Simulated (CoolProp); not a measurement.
Methane at 293.15 K and 0.876 MPa flows at 0.57 m/s in a round tube of 1 mm bore and 0.25 µm roughness, fully developed (64/Re and Nu = 3.66 if laminar; Colebrook and Gnielinski if turbulent). Each further row changes one setting.

Values from CoolProp's reference Helmholtz-energy equation of state, Setzmann 1991.

```csv
case,Reynolds number,Darcy friction factor,pressure drop (Pa/m),heat-transfer coefficient (W/(m² K)),mass flow (kg/h)
as stated,300,0.214,203,124,0.00944
velocity 1.14 m/s,600,0.107,406,124,0.0189
diameter 2 mm,600,0.107,50.8,62.2,0.0378
```

Viscosity comes from a separate model (Quiñones-Cisneros 2006). Thermal conductivity comes from a separate model (Friend 1989).
